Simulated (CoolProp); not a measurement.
Vapour-liquid equilibrium of R113 (1) + acetone (2) at 414 K; x and y are mole fractions of (1).

Computed with CoolProp (multi-fluid Helmholtz-energy mixture model, Marx 1992 and Lemmon 2006; pair parameters Bell 2016).

| x | bubble pressure, mixture model (kPa) | bubble pressure, Raoult's law (kPa) | y, mixture model | y, Raoult's law |
|---|---|---|---|---|
| 0.05 | 992.3 | 954.6 | 0.080 | 0.054 |
| 0.15 | 1060 | 962.6 | 0.209 | 0.161 |
| 0.25 | 1109 | 970.6 | 0.313 | 0.265 |
| 0.35 | 1143 | 978.6 | 0.401 | 0.369 |
| 0.45 | 1164 | 986.6 | 0.480 | 0.470 |
| 0.55 | 1173 | 994.6 | 0.556 | 0.570 |
| 0.65 | 1170 | 1003 | 0.632 | 0.668 |
| 0.75 | 1153 | 1011 | 0.715 | 0.765 |
| 0.85 | 1121 | 1019 | 0.810 | 0.860 |
| 0.95 | 1067 | 1027 | 0.927 | 0.954 |

The largest gap from Raoult's law is +18.0 % in bubble pressure, at x = 0.45. y crosses x between x = 0.55 and 0.65: the model has an azeotrope there.

The pair parameters rest on a limited set of measurements; away from them the model extrapolates.
